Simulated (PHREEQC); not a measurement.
A solution holds 0.0062 mol CaSO4, 9.2e-06 mol Sr(OH)2, 0.00013 mol Ca(HCO3)2 and 0.00012 mol HCl per kg of water, at 57 °C. Closed to the air; pH follows from the charge balance.

All values are PHREEQC results (ion-association model, phreeqc.dat), not measurements.

No solid was allowed to form.

Q: Estimate the pH, ionic strength.

A: pH 6.40; ionic strength 0.0189 mol/kgw.

Q: In which forms is Ca present?

A: Ca+2 75 %, CaSO4 25 % of the Ca.

Complexes and solids missing from the database can't appear. Away from 25 °C the constants follow the database's enthalpies or fits; those with neither stay at their 25 °C values.
